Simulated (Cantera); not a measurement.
An isothermal, constant-pressure homogeneous reactor starts with C₂H₆ : N₂ = 1 : 1.2 (molar parts), at 2000 K and 0.250 bar.

Model: GRI-Mech 3.0 (53 species, 325 reactions), integrated in Cantera. GRI-Mech 3.0 stops at C3 and has no aromatics, soot or wall deposition, so with more carbon than oxygen in the feed, carbon stays in small species such as C2H2 where larger ones or solid carbon would form.

x: mole fraction; the columns are a selection and need not sum to one.

| t (s) | x C₂H₆ | x H₂ | x C₂H₄ | x H | x C₂H₂ |
|---|---|---|---|---|---|
| 1.00e-5 | 0.0249 | 0.189 | 0.122 | … | 0.0545 |
| 5.59e-5 | 0.000421 | 0.335 | 0.0301 | … | 0.180 |
| 0.000313 | 9.09e-5 | 0.387 | 0.00289 | … | 0.212 |
| 0.00175 | 1.66e-5 | 0.440 | 0.000575 | … | 0.228 |
| 0.00979 | 6.53e-7 | 0.468 | 0.000201 | 0.00214 | 0.236 |
| 0.0548 | 2.45e-8 | 0.473 | 0.000189 | 0.00225 | 0.237 |
| 0.306 | 1.12e-8 | 0.474 | 0.000188 | 0.00226 | 0.237 |
| 1.71 | 1.12e-8 | 0.474 | 0.000188 | 0.00226 | 0.237 |
| 9.59 | 1.12e-8 | 0.474 | 0.000188 | 0.00226 | 0.237 |
| 53.6 | 1.11e-8 | 0.474 | 0.000187 | 0.00226 | 0.235 |
| 300 | 1.08e-8 | 0.474 | 0.000182 | 0.00226 | 0.229 |

### Question
Some entries are withheld; supply them.

### Answer

- 1.00e-5, x H: 0.00527
- 5.59e-5, x H: 0.00202
- 0.000313, x H: 0.00138
- 0.00175, x H: 0.00172
